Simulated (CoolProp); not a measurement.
Model: reference Helmholtz-energy equation of state, Thol 2017, in CoolProp.

**Question.** For decamethyltetrasiloxane (MD2M), give the phase and the Z, cv (kJ/(kg K)), speed of sound (m/s), Joule-Thomson coefficient (K/MPa) at 600 K and 362 kPa.

**Answer.** 
- 600 K and 362 kPa: gas; Z 0.891, cv 2.01, speed of sound 114, Joule-Thomson coefficient 10.2
